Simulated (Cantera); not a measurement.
A perfectly stirred reactor is fed with 0.813 % H2, 99.2 % O2, equivalence ratio 0.0041, at 2.93 Torr; it is held at 1473 K, and followed from long to short residence time.

Model: GRI-Mech 3.0 (53 species, 325 reactions), integrated in Cantera. Radical loss at walls, strong at low pressure, is not modelled.

### Question
Predict: x(H2) at τ = 25.0 s; x(O2) at τ = 25.0 s; x(OH) at τ = 25.0 s; x(O) at τ = 25.0 s; x(H2O) at τ = 25.0 s; x(H2) at τ = 0.260 s; x(O2) at τ = 0.260 s; x(OH) at τ = 0.260 s; x(O) at τ = 0.260 s; x(H2O) at τ = 0.260 s.

### Answer
x(H2) at τ = 25.0 s: 1.08e-5
x(O2) at τ = 25.0 s: 0.989
x(OH) at τ = 25.0 s: 0.000767
x(O) at τ = 25.0 s: 0.00256
x(H2O) at τ = 25.0 s: 0.00774
x(H2) at τ = 0.260 s: 8.51e-5
x(O2) at τ = 0.260 s: 0.984
x(OH) at τ = 0.260 s: 0.00130
x(O) at τ = 0.260 s: 0.00690
x(H2O) at τ = 0.260 s: 0.00732
